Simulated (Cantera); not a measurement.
**Pyrogenic steam for wet oxidation**

A perfectly stirred reactor is fed with 21.0 % H₂, 51.3 % O₂, 27.7 % N₂, equivalence ratio 0.20, at 0.133 bar; it is held at 875 K, and followed from long to short residence time.

Cantera simulation using the H2/O2 subset of GRI-Mech 3.0, which has no nitrogen chemistry; the numbers are that mechanism's predictions, not measurements. Radical loss at walls, strong at low pressure, is not modelled. Below about 950 K walls govern HO2 and H2O2 in real vessels. The temperature is held fixed by assumption; the heat of reaction is taken as removed at once.

```
τ (s)     x H₂   x O₂  x H₂O      x OH    x H₂O₂     x HO₂       x H
------  ------  -----  -----  --------  --------  --------  --------
0.70    0.0472  0.468  0.182   3.33e-6  0.000372   9.90e-5   5.13e-6
0.42    0.0460  0.468  0.183   5.78e-6  0.000249  0.000105   8.54e-6
0.25    0.0454  0.468  0.184   9.91e-6  0.000160  0.000109   1.43e-5
0.15    0.0457  0.468  0.184   1.64e-5  0.000102  0.000111   2.39e-5
0.091   0.0468  0.468  0.182   2.64e-5   6.61e-5  0.000114   3.92e-5
0.055   0.0489  0.469  0.180   4.13e-5   4.28e-5  0.000115   6.44e-5
0.033   0.0521  0.470  0.177   6.35e-5   2.78e-5  0.000117  0.000106
0.020   0.0564  0.471  0.172   9.43e-5   1.86e-5  0.000118  0.000173
0.012   0.0621  0.472  0.165  0.000138   1.25e-5  0.000119  0.000283
0.0071  0.0695  0.474  0.157  0.000198   8.53e-6  0.000120  0.000466
```
x: mole fraction; the columns are a selection and need not sum to one.
